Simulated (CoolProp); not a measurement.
Normal hydrogen at 298.15 K and 1.91 MPa is throttled through a valve to 0.268 MPa with no heat exchange. Each further row changes one setting.

The numbers come from the reference Helmholtz-energy equation of state, Leachman 2009 in CoolProp.

```tsv
case	temperature change (K)	final density (kg/m³)
as stated	+0.5	0.217
outlet pressure 0.0804 MPa	+0.6	0.0652
outlet pressure 0.348 MPa	+0.5	0.282
```
